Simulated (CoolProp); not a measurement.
Fluorine at several states: fugacity coefficient from the reference equation and from simpler models built on Tc = -128.7 °C, pc = 5.240 MPa, ω = 0.045; each cubic takes its own stable root.

Model: reference Helmholtz-energy equation of state, de Reuck 1990, in CoolProp.

```json
[
 {"T (°C)": "-92.25", "p (MPa)": "0.7", "phase": "gas", "reference": "0.9788", "Redlich-Kwong": "0.9769", "Soave-Redlich-Kwong": "0.9777", "Peng-Robinson": "0.9737"},
 {"T (°C)": "-31.05", "p (MPa)": "7.37", "phase": "supercritical", "reference": "0.9242", "Redlich-Kwong": "0.9165", "Soave-Redlich-Kwong": "0.9310", "Peng-Robinson": "0.9056"},
 {"T (°C)": "-48.65", "p (MPa)": "15.5", "phase": "supercritical", "reference": "0.8134", "Redlich-Kwong": "0.7997", "Soave-Redlich-Kwong": "0.8252", "Peng-Robinson": "0.7800"},
 {"T (°C)": "16.95", "p (MPa)": "0.0173", "phase": "gas", "reference": "0.9999", "Redlich-Kwong": "0.9999", "Soave-Redlich-Kwong": "0.9999", "Peng-Robinson": "0.9999"}
]
```
